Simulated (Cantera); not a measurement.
What does this Cantera script print?

```python
import numpy as np
import cantera as ct

gas_names = """
    H HO2 H2 H2O H2O2 Mg MgH MgO MgOH MgO2H2 Mg2 O OH O2 O3
""".split()
cond_names = """
    H2O(s) H2O(L) Mg(cr) Mg(L) MgO(s) MgO(L) MgO2H2(s)
""".split()


# ... load() reads the species with a 1 bar reference pressure and builds the phases ...
atoms = {
    'Mg(OH)2': {'Mg': 1, 'O': 2, 'H': 2},
    'H2': {'H': 2},
}
top_T = {}  # K; cautious upper limits of use, not melting points


# ... equilibrate(T, P, feed) seeds the gas with the atoms and calls Mixture.equilibrate('TP', solver="vcs", rtol=1e-11, max_steps=5000) ...
results = []
T = 2125  # K
P = 2600  # Pa
for m in [0.2, 0.27, 0.35, 0.47, 0.62, 0.82, 1.1, 1.4, 1.9, 2.5, 3.3, 4.3, 5.7]:
    feed = {'Mg(OH)2': 1, 'H2': m}  # mol
    mix = equilibrate(T, P, feed)
    results.append((T, P, feed, dict(zip(mix.species_names, mix.species_moles))))

top = {s: max(r[3][s] / sum(r[3][g] for g in gas_names) for r in results) for s in gas_names}
cols = sorted((s for s in top if top[s] > 1e-05), key=lambda s: -top[s])[:7]
seen = [c for c in cond_names if any(r[3].get(c, 0) > 1e-12 for r in results)]
print("log10 of partial pressures in bar; condensed amounts in mol")
print(f"{'n(H2)':>10s}" + "".join(f"{s[:9]:>10s}" for s in cols + seen))
for T, P, feed, n in results:
    ng = sum(n[g] for g in gas_names)
    print(f"{feed['H2']:10.4g}" + "".join(f"{np.log10(max(n[s] / ng * P / 1e5, 1e-99)):10.3f}" for s in cols)
          + "".join(f"{n.get(c, 0):10.4g}" for c in seen))
```

It prints:

```
log10 of partial pressures in bar; condensed amounts in mol
     n(H2)       H2O        H2         H        Mg        OH        O2      MgOH    MgO(s)
       0.2    -1.671    -2.370    -3.625    -4.788    -3.833    -4.909    -5.559     0.999
      0.27    -1.695    -2.267    -3.574    -4.661    -3.908    -5.163    -5.507    0.9987
      0.35    -1.721    -2.183    -3.531    -4.551    -3.976    -5.385    -5.465    0.9982
      0.47    -1.758    -2.093    -3.486    -4.424    -4.058    -5.638    -5.420    0.9975
      0.62    -1.800    -2.015    -3.447    -4.305    -4.139    -5.877    -5.381    0.9965
      0.82    -1.850    -1.945    -3.412    -4.184    -4.224    -6.117    -5.346    0.9949
       1.1    -1.911    -1.880    -3.380    -4.058    -4.318    -6.370    -5.314    0.9923
       1.4    -1.968    -1.834    -3.357    -3.955    -4.398    -6.576    -5.291     0.989
       1.9    -2.048    -1.785    -3.332    -3.826    -4.502    -6.834    -5.266    0.9823
       2.5    -2.127    -1.749    -3.314    -3.712    -4.599    -7.063    -5.248    0.9724
       3.3    -2.211    -1.720    -3.300    -3.599    -4.697    -7.289    -5.233    0.9563
       4.3    -2.293    -1.698    -3.289    -3.495    -4.790    -7.496    -5.223    0.9317
       5.7    -2.379    -1.680    -3.280    -3.390    -4.886    -7.705    -5.214    0.8902
```

Equilibrium computed with Cantera from the NASA thermochemical tables; the gas is ideal and each condensed phase is pure. The tables' values for MgH are old estimates; treat these amounts as uncertain.
